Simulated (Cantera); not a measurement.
Input: 1 mol Zr, 5.6 mol NH3, 85 mol H2, held at 2500 K.

Cantera equilibrium calculation (NASA polynomials, part measured and part estimated; ideal gas, pure solids and liquids). Candidate condensed phases: Zr, ZrN; 11 gas species. ZrN: taken at fixed stoichiometry. Kinetics and transport are ignored.

Question: Which condensed phases are stable at each of these points (P (Pa)): 0.100, 0.600, 3.60, 22, 130, 770, 4600, 28000, 170000, 1000000?

Answer: 
```
P (Pa)   condensed phases  Zr condensed (%)
-------  ----------------  ----------------
0.100            gas only               0.0
0.600            gas only               0.0
3.60             gas only               0.0
22               gas only               0.0
130                ZrN(s)              91.6
770                ZrN(s)              99.5
4600               ZrN(s)             100.0
28000              ZrN(s)             100.0
170000             ZrN(s)             100.0
1000000            ZrN(s)             100.0
```

From 0.100 Pa to 22.0 Pa nothing is condensed. From 1.30 mbar to 10.0 bar the condensed part is ZrN(s).
